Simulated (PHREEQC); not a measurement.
PHREEQC input (ion-association model, wateq4f.dat):

```
SOLUTION_MASTER_SPECIES
  An  An-  0  An  62.0  # stands for a non-complexing anion
SOLUTION_SPECIES
  An- = An-
    -log_k 0
    -gamma 3.0 0
  PO4-3 + 3H+ = H3PO4  # constants of phreeqc.dat
    -log_k 21.721
    -delta_h -10.1 kJ
PHASES
  Fix_H+
    H+ = H+
    -log_k 0
SOLUTION 1
  temp 25
  units mmol/kgw
  pH 7 charge
  P 0.0025
  Na 100.003
  Cl 0.036
  Zn 0.018
  An 100
END
SELECTED_OUTPUT 1
  -reset false
  -pH true
  -pe true
  -ionic_strength true
  -water true
  -totals Cl Na P Zn
  -molalities Hfo_wOH Hfo_wOH2+ Hfo_wO- Hfo_sOH Hfo_sOH2+ Hfo_sO- Hfo_wH2PO4 Hfo_wHPO4- Hfo_wPO4-2 Hfo_sOZn+
    Hfo_wOZn+
  -saturation_indices Zn(OH)2-e Zn5(OH)8Cl2 Zn3(PO4)2:4w Halite
USER_PUNCH 1
  -headings sigma psi
  10 PUNCH EDL("sigma", "Hfo"), EDL("psi", "Hfo")
PRINT
  -reset false
USE solution 1
SURFACE 1
  Hfo_wOH 2.47191e-05 600 0.011
  Hfo_sOH 6.17978e-07
EQUILIBRIUM_PHASES 1
  Fix_H+ -3 HAn 10
    -force_equality true
  O2(g) -0.68 10
END
# ... the last block is repeated for the other 16 points of pH, with NaOH or the acid as the point needs
```

Selected output (columns that matter, 17 of 17 rows; pH added in front):

```
pH	mu	Na	P	Zn	m_Hfo_wOH	m_Hfo_wOH2+	m_Hfo_wO-	m_Hfo_sOH	si_Zn(OH)2-e	si_Zn5(OH)8Cl2	si_Zn3(PO4)2:4w	si_Halite	sigma	psi
3	0.10128	0.1	1.4139e-08	1.8e-05	3.3062e-07	2.1903e-05	1.1433e-10	9.1897e-09	-10.647	-49.353	-26.503	-7.2499	0.31919	0.14605
3.5	0.10045	0.1	9.9925e-09	1.8e-05	9.1369e-07	2.1315e-05	8.9727e-10	2.54e-08	-9.6457	-45.347	-24.739	-7.2492	0.30112	0.14328
4	0.10019	0.1	6.8182e-09	1.8e-05	2.2244e-06	1.9996e-05	5.6685e-09	6.1827e-08	-8.6454	-41.345	-23.05	-7.2491	0.27219	0.1382
4.5	0.1001	0.1	5.1936e-09	1.7998e-05	4.4948e-06	1.7703e-05	2.6144e-08	1.2463e-07	-7.6453	-37.345	-21.282	-7.249	0.23073	0.12983
5	0.10007	0.1	5.0627e-09	1.7985e-05	7.3573e-06	1.4782e-05	8.3885e-08	1.9979e-07	-6.6456	-33.346	-19.311	-7.249	0.18092	0.11754
5.5	0.10007	0.1	6.4116e-09	1.7896e-05	1.0135e-05	1.1888e-05	1.9793e-07	2.3644e-07	-5.6478	-29.357	-17.137	-7.249	0.13197	0.10179
6	0.10006	0.1	1.0268e-08	1.7595e-05	1.2434e-05	9.3836e-06	3.7742e-07	1.3893e-07	-4.6553	-25.395	-14.826	-7.249	0.090666	0.083542
6.5	0.10006	0.1	2.1673e-08	1.7168e-05	1.4048e-05	7.3107e-06	6.1844e-07	3.1756e-08	-3.6665	-21.451	-12.415	-7.249	0.05848	0.063514
7	0.10005	0.1	5.747e-08	1.5747e-05	1.4653e-05	4.9963e-06	9.8442e-07	5.6953e-09	-2.7059	-17.648	-10.127	-7.249	0.03661	0.044797
7.5	0.10005	0.10001	1.2547e-07	1.2193e-05	1.3165e-05	2.0718e-06	1.9165e-06	1.6355e-09	-1.8241	-14.238	-8.5119	-7.2489	0.027354	0.035084
8	0.10004	0.10002	2.2568e-07	8.7029e-06	9.3894e-06	5.2447e-07	3.8508e-06	6.9881e-10	-1.0042	-11.139	-7.4252	-7.2489	0.024734	0.032117
8.5	0.10004	0.10003	4.9948e-07	6.7159e-06	5.8032e-06	1.2601e-07	6.1225e-06	3.5163e-10	-0.2953	-8.5947	-6.5682	-7.2488	0.020255	0.026813
9	0.10005	0.10005	1.2507e-06	6.5931e-06	4.2852e-06	5.0412e-08	8.3446e-06	2.5669e-10	0.1075	-7.5805	-6.55	-7.2488	0.0094751	0.012981
9.5	0.10008	0.10008	2.14e-06	7.3643e-06	3.9195e-06	3.3883e-08	1.0387e-05	2.5278e-10	0.2479	-7.8787	-7.661	-7.2486	-0.0063003	-0.0086807
10	0.10018	0.10017	2.447e-06	8.1298e-06	3.7655e-06	2.7955e-08	1.1619e-05	2.6287e-10	0.2969	-8.6338	-9.4049	-7.2483	-0.026713	-0.034348
10.5	0.10046	0.10046	2.4936e-06	9.0727e-06	3.666e-06	2.422e-08	1.2712e-05	2.8486e-10	0.3125	-9.5559	-11.368	-7.2473	-0.055179	-0.060929
11	0.10136	0.10136	2.4993e-06	1.0567e-05	3.6496e-06	2.1442e-08	1.4231e-05	3.4551e-10	0.2793	-10.723	-13.546	-7.2441	-0.099113	-0.087493
```

Along this series the solution becomes supersaturated in solids that the run did not let form, among them Zn(OH)2-e. Complexes and solids missing from the database can't appear. H3PO4, which wateq4f.dat lacks, is added to it with the constant of phreeqc.dat. The database has no phosphate complexes of Zn. The oxide is taken as insoluble; below pH 4 it would dissolve.
